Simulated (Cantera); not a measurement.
What does this Cantera script print?

```python
import numpy as np
import cantera as ct

gas_names = """
    H H2 N NH NH2 NH3 N2 N2H2 N2H4 Si SiH SiH2 SiH3 SiH4 SiN Si2 Si2N Si3
""".split()
cond_names = """
    Si(cr) Si(L) Si3N4(a)
""".split()


# ... load() reads the species with a 1 bar reference pressure and builds the phases ...
atoms = {
    'SiH4': {'Si': 1, 'H': 4},
    'NH3': {'N': 1, 'H': 3},
}
top_T = {'Si3N4(a)': 2400}  # K; cautious upper limits of use, not melting points


# ... equilibrate(T, P, feed) seeds the gas with the atoms and calls Mixture.equilibrate('TP', solver="vcs", rtol=1e-11, max_steps=5000) ...
results = []
feed = {'SiH4': 1, 'NH3': 3.8}  # mol
T = 1948  # K
P = 54000  # Pa
mix = equilibrate(T, P, feed)
results.append((T, P, feed, dict(zip(mix.species_names, mix.species_moles))))
print(gas.report(threshold=1e-05))
for i in range(1, mix.n_phases):
    print(f"{mix.phase(i).name:16s} {mix.phase_moles(i):12.5e} mol")
```

It prints:

```
       temperature   1948 K
          pressure   54000 Pa
           density   0.019818 kg/m^3
  mean mol. weight   5.9443 kg/kmol
   phase of matter   gas

                          1 kg             1 kmol
                     ---------------   ---------------
          enthalpy        8.7481e+06        5.2001e+07  J
   internal energy        6.0233e+06        3.5805e+07  J
           entropy             34634        2.0587e+05  J/K
    Gibbs function       -5.8719e+07       -3.4904e+08  J
 heat capacity c_p            5768.1             34287  J/K
 heat capacity c_v            4369.4             25973  J/K

                      mass frac. Y      mole frac. X     chem. pot. / RT
                     ---------------   ---------------   ---------------
                 H        0.00024004         0.0014156           -10.089
                H2           0.28741           0.84745           -20.179
                N2            0.7116           0.15099           -29.359
                Si        0.00020324        4.3016e-05           -5.7348
               SiH        0.00010949        2.2371e-05           -15.824
              SiH2        0.00033625        6.6403e-05           -25.913
     [  +12 minor]        0.00010326        1.3317e-05

Si(L)             2.04752e-01 mol
Si3N4(a)          2.64638e-01 mol
```

Equilibrium computed with Cantera from the NASA thermochemical tables; the gas is ideal and each condensed phase is pure. Mutual solubility and eutectic melting of coexisting phases are not modelled. Gases not in the tables: Si2H6 and higher silanes.
